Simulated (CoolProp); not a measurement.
Cyclopentane along the isobar 5.83 MPa: fugacity coefficient from the reference equation and from simpler models built on Tc = 511.7 K, pc = 4.583 MPa, ω = 0.202; each cubic takes its own stable root.

Model: reference Helmholtz-energy equation of state, Gedanitz 2015, in CoolProp.

```json
[
 {"T (K)": "447", "phase": "liquid", "reference": "0.2746"},
 {"T (K)": "459.9", "phase": "liquid", "reference": "0.3226"},
 {"T (K)": "472.8", "phase": "liquid", "reference": "0.3739"},
 {"T (K)": "485.6", "phase": "liquid", "reference": "0.4273"},
 {"T (K)": "498.5", "phase": "liquid", "reference": "0.4829"},
 {"T (K)": "511.4", "phase": "liquid", "reference": "0.5389"},
 {"T (K)": "524.3", "phase": "supercritical", "reference": "0.5927"},
 {"T (K)": "537.1", "phase": "supercritical", "reference": "0.6359"},
 {"T (K)": "550", "phase": "supercritical", "reference": "0.6689"}
]
```

Q: How far does each simpler model (van der Waals, Redlich-Kwong, Soave-Redlich-Kwong) lie from the reference over these 9 states: mean and median of the absolute difference, and the worst?

A: 
- van der Waals: mean 18.2 %, median 14.1 %, worst +46.6 % at 447 K and 5.83 MPa
- Redlich-Kwong: mean 6.0 %, median 5.2 %, worst +14.7 % at 447 K and 5.83 MPa
- Soave-Redlich-Kwong: mean 3.3 %, median 3.7 %, worst +4.3 % at 459.9 K and 5.83 MPa
